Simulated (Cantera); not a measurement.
Ignition delay

Mixture: H2 : O2 : N2 : NO = 1 : 0.588 : 3.53 : 0.0084 (molar parts), at 1.01 bar, adiabatic and at constant pressure. Ignition delay is the time to a rise of 400 K.

Model: GRI-Mech 3.0 (53 species, 325 reactions), integrated in Cantera. The mechanism lacks 2 NO + O2 → 2 NO2 and HONO, so NO2 and the effect of NO are under-described below about 1400 K. Where the delays flatten at high temperature, the 400 K rule measures the pace of heat release, not the induction time.

| T0 (K) | delay (ms) |
|---|---|
| 1225 | 0.0592 |
| 1300 | 0.0452 |
| 1375 | 0.0375 |
| 1450 | 0.0333 |
| 1525 | 0.0314 |
| 1600 | 0.0310 |
| 1675 | 0.0317 |
| 1750 | 0.0334 |
| 1825 | 0.0357 |
